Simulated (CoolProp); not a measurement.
Vapour-liquid equilibrium of ethane (1) + C2F6 (R116) (2) at 1720 kPa; x and y are mole fractions of (1).

Computed with CoolProp (multi-fluid Helmholtz-energy mixture model, Bücker 2006 and Lemmon 2006; pair parameters Bell 2016).

```tsv
x	bubble temperature (°C)	y at the bubble point	dew temperature at overall composition x (°C)	liquid density (mol/L)
0.05	-5.3	0.089	-4.1	8.644
0.15	-10.2	0.248	-7.2	9.126
0.25	-14.0	0.375	-10.2	9.583
0.35	-16.8	0.472	-13.3	10.03
0.45	-18.5	0.545	-16.2	10.49
0.55	-19.5	0.604	-18.6	10.99
0.65	-19.9	0.657	-19.8	11.58
0.75	-19.6	0.713	-19.2	12.27
0.85	-18.5	0.787	-17.1	13.05
0.95	-15.6	0.906	-14.4	13.87
```

y crosses x between x = 0.65 and 0.75: the model has an azeotrope there.

The pair parameters rest on a limited set of measurements; away from them the model extrapolates.
